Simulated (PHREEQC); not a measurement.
Solution A (110 mmol/kgw CdCl2, 2 mmol/kgw KCl and 40 mmol/kgw HCl) is mixed with solution B (0.0018 mol Cu(NO3)2, 0.001 mol HBF4 and 0.00041 mol H3BO3 per kg of water) at 12 °C; shares are by mass of water, 1 kg in all. Oxygen is held at 0.21 atm. The system is closed to CO2. Solids allowed: Sylvite, Cd(OH)2. Others were left out.

Equilibrium calculation in PHREEQC: ion-association model, phreeqc.dat.

```csv
share of solution B,pH,Cu+2 (mol/kgw),H3BO3 (mol/kgw),CdCl+ (mol/kgw)
0,1.49,0,0,0.0703
0.1,[?],0.000168,0.000141,0.0636
0.2,1.58,0.000338,0.000281,0.0567
0.3,1.64,0.000510,0.000416,0.0498
0.4,1.70,0.000683,0.000541,[?]
0.5,1.78,0.000859,0.000647,0.0353
0.6,1.87,0.00104,0.000735,0.0278
0.7,1.98,0.00122,0.000807,0.0202
0.8,2.14,0.00140,0.000863,0.0126
0.9,2.38,0.00159,[?],0.00523
1,2.88,0.00178,0.000970,0
```

Question: What belongs in the gaps?

Answer: 
- 0.1, pH: 1.53
- 0.4, CdCl+ (mol/kgw): 0.0426
- 0.9, H3BO3 (mol/kgw): 0.000907

Species that the database lacks are ignored. Constants without temperature data keep their 25 °C values here. Real BF4- forms and hydrolyses slowly; the run takes it at equilibrium.
